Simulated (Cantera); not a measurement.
Cantera run:

```python
import numpy as np
import cantera as ct

gas_names = """
    CL CL2 H HCL H2 Si SiCL SiCL2 SiCL3 SiCL4 SiH SiHCL3 SiH2 SiH2CL2 SiH3 SiH3CL SiH4 Si2 Si3
""".split()
cond_names = """
    Si(cr) Si(L)
""".split()


# ... load() reads the species with a 1 bar reference pressure and builds the phases ...
atoms = {
    'Si': {'Si': 1},
    'HCl': {'H': 1, 'CL': 1},
}
top_T = {}  # K; cautious upper limits of use, not melting points


# ... equilibrate(T, P, feed) seeds the gas with the atoms and calls Mixture.equilibrate('TP', solver="vcs", rtol=1e-11, max_steps=5000) ...
results = []
feed = {'Si': 1, 'HCl': 18}  # mol
T = 800  # K
P = 1333.22  # Pa
mix = equilibrate(T, P, feed)
results.append((T, P, feed, dict(zip(mix.species_names, mix.species_moles))))
print(gas.report(threshold=0.001))
for i in range(1, mix.n_phases):
    print(f"{mix.phase(i).name:16s} {mix.phase_moles(i):12.5e} mol")
```

Output:

```
       temperature   800 K
          pressure   1333.2 Pa
           density   0.0080685 kg/m^3
  mean mol. weight   40.255 kg/kmol
   phase of matter   gas

                          1 kg             1 kmol
                     ---------------   ---------------
          enthalpy       -2.4369e+06       -9.8096e+07  J
   internal energy       -2.6021e+06       -1.0475e+08  J
           entropy            6522.7        2.6257e+05  J/K
    Gibbs function       -7.6551e+06       -3.0815e+08  J
 heat capacity c_p            863.46             34758  J/K
 heat capacity c_v            656.91             26444  J/K

                      mass frac. Y      mole frac. X     chem. pot. / RT
                     ---------------   ---------------   ---------------
               HCL           0.74586           0.82354           -42.135
                H2         0.0058915           0.11764           -23.438
             SiCL4           0.24822          0.058816            -150.8
     [  +16 minor]        2.5997e-05        7.7276e-06

Si(cr)            0.00000e+00 mol
```

Method: chemical equilibrium by Gibbs-energy minimisation in Cantera with the NASA 1993 tables (ideal gas, pure condensed phases).
